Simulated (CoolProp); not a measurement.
Properties of the fluoroketone C6F12O (FK-5-1-12) along the isobar 0.101 MPa (Tc = 441.8 K, pc = 1.869 MPa, ω = 0.471).

Computed with CoolProp (reference Helmholtz-energy equation of state, McLinden 2015).

| T (K) | phase | density (kg/m³) | cv (kJ/(kg K)) | isothermal compressibility (1/MPa) | expansivity (1/kK) |
|---|---|---|---|---|---|
| 262 | liquid | 1707 | 0.8739 | 0.001898 | 1.632 |
| 292.8 | liquid | … | 0.8833 | 0.002830 | 1.837 |
| 323.7 | gas | 12.66 | 0.8641 | 10.61 | 3.934 |
| 354.5 | gas | … | 0.8895 | 10.38 | 3.326 |
| 385.4 | gas | 10.29 | 0.9191 | 10.24 | … |
| 416.2 | gas | 9.450 | … | 10.15 | 2.623 |
| 447.1 | gas | 8.746 | 0.9836 | 10.09 | 2.392 |
| 477.9 | gas | 8.149 | 1.016 | 10.04 | 2.207 |

Q: What belongs in the gaps?

A: 
- 292.8, density (kg/m³): 1619
- 354.5, density (kg/m³): 11.33
- 385.4, expansivity (1/kK): 2.920
- 416.2, cv (kJ/(kg K)): 0.9509
